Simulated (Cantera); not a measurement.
A perfectly stirred reactor is fed with 52.6 % NO, 47.4 % N₂, at 0.868 atm; it is held at 1625 K, and followed from long to short residence time.

Computed with Cantera and GRI-Mech 3.0 (53 species, 325 reactions).

**Question.** Predict: x(NO) at τ = 8.30 s; x(O₂) at τ = 8.30 s; x(O) at τ = 8.30 s; x(NO₂) at τ = 8.30 s; x(N₂O) at τ = 8.30 s; x(NO) at τ = 27.0 ms; x(O₂) at τ = 27.0 ms; x(O) at τ = 27.0 ms; x(NO₂) at τ = 27.0 ms; x(N₂O) at τ = 27.0 ms.

**Answer.** 
| Quantity | Result |
|---|---|
| x(NO) at τ = 8.30 s | 0.418 |
| x(O₂) at τ = 8.30 s | 0.0536 |
| x(O) at τ = 8.30 s | 5.04e-6 |
| x(NO₂) at τ = 8.30 s | 0.000759 |
| x(N₂O) at τ = 8.30 s | 6.36e-5 |
| x(NO) at τ = 27.0 ms | 0.526 |
| x(O₂) at τ = 27.0 ms | 0.000141 |
| x(O) at τ = 27.0 ms | 1.10e-6 |
| x(NO₂) at τ = 27.0 ms | 0.000181 |
| x(N₂O) at τ = 27.0 ms | 7.42e-5 |
